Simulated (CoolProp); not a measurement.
Dimethyl carbonate along the isobar 3.64 MPa: density (kg/m³) from the reference equation and from simpler models built on Tc = 557.0 K, pc = 4.909 MPa, ω = 0.346; each cubic takes its own stable root.

Model: reference Helmholtz-energy equation of state, Zhou 2011, in CoolProp.

| T (K) | phase | reference | van der Waals | Redlich-Kwong | Soave-Redlich-Kwong | Peng-Robinson |
|---|---|---|---|---|---|---|
| 477.9 | liquid | 794.3 | 469.1 | 647.7 | 689.7 | 781.1 |
| 495.4 | liquid | 756.6 | 442.9 | 604.6 | 645.3 | 730.3 |
| 512.8 | liquid | 711.7 | 408.0 | 551.8 | 590.8 | 667.6 |
| 530.3 | liquid | 649.9 | 116.1 | 129.3 | 514.1 | 579.2 |
| 547.7 | gas | 114.4 | 104.5 | 110.9 | 112.2 | 116.8 |
| 565.1 | gas | 100.8 | 96.26 | 99.94 | 99.28 | 102.9 |
| 582.6 | gas | 91.79 | 89.78 | 92.01 | 90.55 | 93.52 |
| 600 | gas | 85.17 | 84.51 | 85.86 | 84.02 | 86.57 |

At some of these states van der Waals, Redlich-Kwong gives the other phase, because its saturation line lies elsewhere.
